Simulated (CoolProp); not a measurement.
Vapour pressure (kPa) of diethyl ether: the reference equation beside estimates from Tc = 194.7 °C, pc = 3717 kPa, ω = 0.282. Clausius-Clapeyron is anchored at 72.15 °C with a constant enthalpy of vaporisation of 23.89 kJ/mol.

The numbers come from the reference Helmholtz-energy equation of state, Thol 2014 in CoolProp.

| T (°C) | reference | Lee-Kesler | Clausius-Clapeyron | van der Waals |
|---|---|---|---|---|
| 43.15 | 136.6 | 135.3 | 152.4 | 622.2 |
| 52.85 | 186.6 | 185.3 | 199.7 | 727.6 |
| 62.55 | 249.6 | 248.5 | 257.6 | 844.0 |
| 72.15 | 326.9 | 326.0 | 326.9 | 970.5 |
| 81.85 | 422.0 | 421.6 | 410.3 | 1110 |
| 91.55 | 536.7 | 536.7 | 508.9 | 1262 |
| 101.15 | 671.6 | 672.1 | 622.9 | 1425 |
| 110.85 | 832.2 | 833.0 | 756.2 | 1602 |
| 120.55 | 1020 | 1021 | 909.3 | 1793 |
| 130.15 | 1234 | 1236 | 1082 | 1994 |
| 139.85 | 1484 | 1485 | 1279 | 2212 |
| 149.55 | 1769 | 1771 | 1500 | 2444 |
| 159.15 | 2090 | 2094 | 1745 | 2688 |

Absolute difference from the reference over all 13 rows, mean and median: Lee-Kesler 0.3 and 0.1 %, Clausius-Clapeyron 8.8 and 9.1 %, van der Waals 141.3 and 112.2 %.
